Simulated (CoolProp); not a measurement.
Vapour-liquid equilibrium of CHF3 (R23) (1) + propylene (2) at 190.1 K; x and y are mole fractions of (1).

Computed with CoolProp (multi-fluid Helmholtz-energy mixture model, Penoncello 2003 and Lemmon 2013; pair parameters Bell 2016).

```
x      bubble pressure, mixture model (kPa)  bubble pressure, Raoult's law (kPa)  y, mixture model  y, Raoult's law
-----  ------------------------------------  -----------------------------------  ----------------  ---------------
0.05                                  32.29                                18.34             0.574            0.260
0.125                                 52.49                                24.42             0.752            0.488
0.2                                   66.22                                30.51             0.813            0.626
0.275                                 75.20                                36.59             0.842            0.717
0.35                                  80.85                                42.68             0.859            0.783
0.425                                 84.30                                48.76             0.869            0.832
0.5                                   86.41                                54.85             0.875            0.870
0.575                                 87.84                                60.94             0.880            0.900
0.65                                  89.03                                67.02             0.885            0.925
0.725                                 90.31                                73.11             0.892            0.946
0.8                                   91.82                                79.19             0.903            0.964
0.875                                 93.53                                85.28             0.923            0.979
0.95                                  95.04                                91.36             0.959            0.992
```

The largest gap from Raoult's law is +117.0 % in bubble pressure, at x = 0.2. No azeotrope shows between x = 0.05 and 0.95.

The pair parameters rest on a limited set of measurements; away from them the model extrapolates. With so large a gap from Raoult's law the liquid may split in two, which this calculation doesn't test in full.
